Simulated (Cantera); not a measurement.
What does this Cantera script print?

```python
import numpy as np
import cantera as ct

gas = ct.Solution("gri30.yaml")
gas.TPX = 325, 220000, {'CO': 1, 'H2': 0.4, 'O2': 0.737, 'N2': 2.77}
flame = ct.FreeFlame(gas, width=0.023)
flame.set_refine_criteria(ratio=3, slope=0.08, curve=0.16)
flame.transport_model = "mixture-averaged"
flame.solve(loglevel=0, auto=True)
z, T = flame.grid, flame.T
thick = (T[-1] - T[0]) / np.gradient(T, z).max()
show = ['CO', 'H2', 'O2', 'CO2', 'NO', 'OH']
print(f"laminar burning velocity  {flame.velocity[0] * 100:.3f} cm/s")
print(f"burnt temperature         {T[-1]:.1f} K")
print(f"thermal thickness         {thick * 1e3:.4f} mm")
print(f"grid points               {len(z)}")
z0 = z[flame.heat_release_rate.argmax()]
print(f"{'z/mm':>9s}{'T/K':>9s}{'u/(m/s)':>9s}" + "".join(f"{s:>11s}" for s in show))
rows = []
for k in (-3, -2, -1.5, -1, -0.5, -0.25, 0, 0.25, 0.5, 1, 2, 4, 8):
    zz = z0 + k * thick
    rows.append([k * thick, np.interp(zz, z, T), np.interp(zz, z, flame.velocity),
                 *(np.interp(zz, z, flame.X[gas.species_index(s)]) for s in show)])
    print(f"{rows[-1][0] * 1e3:9.3f}{rows[-1][1]:9.1f}{rows[-1][2]:9.3f}" + "".join(f"{x:11.3e}" for x in rows[-1][3:]))
```

Output:

```
laminar burning velocity  75.736 cm/s
burnt temperature         2391.1 K
thermal thickness         0.2160 mm
grid points               117
     z/mm      T/K  u/(m/s)         CO         H2         O2        CO2         NO         OH
   -0.648    325.0    0.757  2.038e-01  8.145e-02  1.502e-01  2.526e-10  3.472e-14  5.077e-17
   -0.432    325.0    0.757  2.039e-01  8.104e-02  1.503e-01  1.501e-08  1.370e-12  3.527e-15
   -0.324    325.2    0.757  2.041e-01  8.009e-02  1.504e-01  2.169e-07  1.459e-11  1.080e-13
   -0.216    326.9    0.758  2.049e-01  7.656e-02  1.510e-01  5.133e-06  2.383e-10  1.524e-11
   -0.108    385.2    0.880  2.065e-01  6.053e-02  1.518e-01  7.625e-04  2.197e-08  1.464e-07
   -0.054    711.6    1.598  1.953e-01  4.124e-02  1.403e-01  1.267e-02  5.918e-07  2.656e-04
    0.000   1194.9    2.633  1.629e-01  2.069e-02  1.088e-01  4.739e-02  2.959e-06  1.446e-03
    0.054   1516.3    3.280  1.235e-01  8.628e-03  7.563e-02  9.188e-02  8.091e-06  3.904e-03
    0.108   1702.8    3.627  9.421e-02  5.907e-03  5.744e-02  1.262e-01  1.436e-05  5.870e-03
    0.216   1894.6    3.969  6.805e-02  5.594e-03  4.423e-02  1.575e-01  2.502e-05  7.502e-03
    0.432   2059.8    4.267  5.405e-02  4.655e-03  3.679e-02  1.746e-01  3.974e-05  7.698e-03
    0.864   2188.0    4.492  4.326e-02  3.427e-03  3.116e-02  1.875e-01  6.248e-05  6.906e-03
    1.728   2284.1    4.656  3.340e-02  2.469e-03  2.629e-02  1.991e-01  1.038e-04  5.875e-03
```

Computed with Cantera and GRI-Mech 3.0 (53 species, 325 reactions). The hydrogen kinetics of GRI-Mech 3.0 are dated; newer H2 mechanisms differ, most at raised pressure. Burning velocities carry a grid error of a few per cent, more on coarse grids.
